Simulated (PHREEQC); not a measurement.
Make-up at 25 °C: 0.023 mol/kgw HF and 0.00025 mol/kgw (CH3)4NF. Closed to the air; pH follows from the charge balance.

Model: ion-association model, phreeqc.dat, run in PHREEQC.

```json
[
 {"quantity": "pH", "before": "2.45", "after": "2.60"},
 {"quantity": "ionic strength (mol/kgw)", "before": "0.00406", "after": "0.00289"},
 {"quantity": "HF (mol/kgw)", "before": "0.0189", "after": "0.0201"},
 {"quantity": "F- (mol/kgw)", "before": "0.00379", "after": "0.00266"},
 {"quantity": "HF2- (mol/kgw)", "before": "0.000275", "after": "0.000235"}
]
```

Which change was made?
A) HF left out
B) 0.0023 mol/kgw HCl added
C) HF from 0.023 to 0.0115 mol/kgw
D) temperature from 25 to 65 °C
E) (CH3)4NF left out

D, temperature from 25 to 65 °C

Precipitation was switched off in this run. (CH3)4N+ isn't in the database: it is added as a free cation with an ion size of 4 Å. Constants without temperature data keep their 25 °C values here.
